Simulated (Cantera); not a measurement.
Feed: 1 mol Fe3O4, 3.4 mol C, 0.08 mol CO, held at 6.40 mbar.

These are equilibrium values from Cantera (NASA tables, ideal gas, pure condensed phases), not measurements of a reactor. Candidate condensed phases: C, Fe, Fe(CO)5, FeO, Fe2O3, Fe3O4; 15 gas species. Each liquid is taken as pure. Mutual solubility and eutectic melting of coexisting phases are not modelled. The tables' stoichiometric FeO is somewhat more stable than real wüstite, so its field is too wide. FeO: taken at fixed stoichiometry. Kinetics and transport are ignored. All values below are at 1898 K.

Base state: CO 0.886, CO2 0.0974, Fe 0.0170, FeO 0.000121 (mole fractions); condensed: Fe(l) + FeO(l).

Question: What changes in the equilibrium state with this change: Fe3O4 replaced by CuO?

Answer: 
```tsv
species	before	after
CO	0.886	0.752
Cu	0	0.247
Cu2	0	0.000707
CO2	0.0974	1.55e-7
Fe	0.0170	0
FeO	0.000121	0
Fe(l), mol	2.68	0
FeO(l), mol	0.255	0
C(graphite), mol	0	2.40
Cu(l), mol	0	0.643
```
Further candidate phases: Cu, CuO, Cu2O.

Question: What changes in the equilibrium state with this change: Fe3O4 replaced by MgO?

Answer: 
```tsv
species	before	after
CO	0.886	0.519
Mg	0	0.481
CO2	0.0974	7.39e-8
Fe	0.0170	0
FeO	0.000121	0
Fe(l), mol	2.68	0
FeO(l), mol	0.255	0
C(graphite), mol	0	2.40
```
Further candidate phases: Mg, MgCO3, MgO.
